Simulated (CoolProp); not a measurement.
Vapour-liquid equilibrium of CHF3 (R23) (1) + R134a (2) at 190.1 K; x and y are mole fractions of (1).

The numbers come from the multi-fluid Helmholtz-energy mixture model, Penoncello 2003 and Tillner-Roth 1994; pair parameters Bell 2016 in CoolProp.

```csv
x,bubble pressure (MPa),y at the bubble point,dew pressure at overall composition x (MPa),liquid density (mol/L)
0.05,0.007296,0.628,0.002987,15.29
0.15,0.01610,0.848,0.003327,15.77
0.25,0.02490,0.912,0.003754,16.26
0.35,0.03381,0.943,0.004307,16.78
0.45,0.04289,0.962,0.005052,17.32
0.55,0.05216,0.974,0.006107,17.88
0.65,0.06161,0.983,0.007718,18.47
0.75,0.07120,0.989,0.01048,19.08
0.85,0.08088,0.994,0.01631,19.71
0.95,0.09058,0.998,0.03657,20.37
```

No azeotrope shows between x = 0.05 and 0.95.

Pair parameters are fitted to limited data, so mixtures are less certain than the pure fluids.
